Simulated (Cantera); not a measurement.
A closed system holds: 1 mol SiC, 0.3 mol O₂, 2.6 mol N₂, at 390 Torr.

Cantera equilibrium calculation (NASA polynomials, part measured and part estimated; ideal gas, pure solids and liquids). Candidate condensed phases: C, Si, SiC, SiO₂, Si₂N₂O, Si₃N₄; 34 gas species. N₂ is the only nitrogen source here; it is nearly inert below about 1500 K, so the nitride shown seldom forms there in practice. Mutual solubility and eutectic melting of coexisting phases are not modelled. The tables hold silica as quartz up to 1696 K and as liquid above; real silica turns to tridymite and cristobalite and melts near 1996 K. Rates play no part.

**Question.** Which condensed phases are stable at each of these points (T (K)): 1225, 1275, 1325, 1375, 1425, 1475, 1525, 1575, 1625, 1675, 1725, 1775, 1825?

**Answer.** 
| T (K) | condensed phases | Si condensed (%) |
|---|---|---|
| 1225 | C(graphite) + SiO₂(β-quartz) + Si₂N₂O(s) | 100.0 |
| 1275 | C(graphite) + Si₂N₂O(s) | 100.0 |
| 1325 | C(graphite) + Si₂N₂O(s) | 100.0 |
| 1375 | C(graphite) + Si₂N₂O(s) | 100.0 |
| 1425 | C(graphite) + Si₂N₂O(s) | 100.0 |
| 1475 | C(graphite) + Si₂N₂O(s) | 100.0 |
| 1525 | C(graphite) + Si₂N₂O(s) | 100.0 |
| 1575 | C(graphite) + Si₂N₂O(s) | 100.0 |
| 1625 | C(graphite) + Si₂N₂O(s) | 100.0 |
| 1675 | C(graphite) + Si₂N₂O(s) | 100.0 |
| 1725 | C(graphite) + Si₂N₂O(s) | 100.0 |
| 1775 | C(graphite) + Si₂N₂O(s) | 99.9 |
| 1825 | SiC(s) + Si₂N₂O(s) | 99.7 |

At 1225 K the condensed part is C(graphite) + SiO₂(β-quartz) + Si₂N₂O(s). From 1275 K to 1775 K the condensed part is C(graphite) + Si₂N₂O(s). At 1825 K the condensed part is SiC(s) + Si₂N₂O(s).
